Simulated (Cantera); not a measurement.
Charge: 1 mol CH₃OH, 0.29 mol O₂, 1.9 mol N₂, equilibrated at 75.0 Torr.

Equilibrium computed with Cantera from the NASA thermochemical tables; the gas is ideal and each condensed phase is pure. Candidate condensed phases: C, C₆H₆, C₇H₈, C₈H₁₈, H₂O; 136 gas species. Kinetics and transport are ignored. All values below are at 2150 K.

Base state: N₂ 0.386, H₂ 0.298, CO 0.190, H₂O 0.105, CO₂ 0.0130, H 0.00728, OH 0.000330, NO 1.58e-5 (mole fractions); condensed: gas only.

Q: What changes in the equilibrium state with this change: CH₃OH replaced by CH₄?

A: 
```json
[
 {"species": "H₂", "before": "0.298", "after": "0.433"},
 {"species": "N₂", "before": "0.386", "after": "0.416"},
 {"species": "CO", "before": "0.190", "after": "0.129"},
 {"species": "H₂O", "before": "0.105", "after": "3.76e-7"},
 {"species": "CO₂", "before": "0.0130", "after": "2.19e-8"},
 {"species": "HCN", "before": "3.17e-8", "after": "0.0108"},
 {"species": "C₂H₂ (acetylene)", "before": "<1e-9", "after": "0.000840"},
 {"species": "HNC", "before": "2.32e-9", "after": "0.000794"},
 {"species": "C(graphite), mol", "before": "0", "after": "0.360"}
]
```
